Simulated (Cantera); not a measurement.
## Thermodynamics of boron, boron nitride and boron oxide, feed B2O3 + H2O + H2

Charge: 1 mol B2O3, 0.11 mol H2O, 0.22 mol H2.

Method: chemical equilibrium by Gibbs-energy minimisation in Cantera with the NASA 1993 tables (ideal gas, pure condensed phases). Candidate condensed phases: B, B2O3, B3O3H3, H2O; 23 gas species. Gases not in the tables: H3BO3. Equilibrium is a limit: real reactors are often held back by kinetics, nucleation or transport.

Stable condensed phases:

```
T in K \ P in Pa
             10     25     63    160    400   1000   2500   6300  16000  40000 100000
   2348       A      A      A      A      A      A      A      A      A      A      A
   2273       A      A      A      A      A      A      A      A      A      A      B
   2198       A      A      A      A      A      A      A      A      A      A      B
   2123       A      A      A      A      A      A      A      A      A      B      B
   2048       A      A      A      A      A      A      A      A      B      B      B
   1973       A      A      A      A      A      A      A      B      B      B      B
   1898       A      A      A      A      A      A      B      B      B      B      B
   1823       A      A      A      A      A      B      B      B      B      B      B
   1748       A      A      A      A      B      B      B      B      B      B      B
   1673       A      A      A      B      B      B      B      B      B      B      B
   1598       A      B      B      B      B      B      B      B      B      B      B
   1523       B      B      B      B      B      B      B      B      B      B      B
```

A: gas only; B: B2O3.
